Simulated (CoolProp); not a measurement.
C2F6 (R116) at several states: fugacity coefficient from the reference equation and from simpler models built on Tc = 19.9 °C, pc = 30.48 bar, ω = 0.257; each cubic takes its own stable root.

Values from CoolProp's reference Helmholtz-energy equation of state, Lemmon 2006. It is a short technical equation, of lower accuracy than the large ones.

```
T (°C)  p (bar)          phase  reference
------  -------  -------------  ---------
151.55     15.2            gas     0.9599
118.25     31.3  supercritical     0.8875
-65.35     36.7         liquid    0.05829
-19.75    0.963            gas     0.9829
```

**Question.** How far does each simpler model (van der Waals, Redlich-Kwong, Soave-Redlich-Kwong) lie from the reference over these 4 states: mean and median of the absolute difference, and the worst?

**Answer.** 
- van der Waals: mean 59.6 %, median 2.5 %, worst +233.0 % at -65.35 °C and 36.7 bar
- Redlich-Kwong: mean 14.3 %, median 2.0 %, worst +53.1 % at -65.35 °C and 36.7 bar
- Soave-Redlich-Kwong: mean 0.5 %, median 0.4 %, worst +1.4 % at -65.35 °C and 36.7 bar
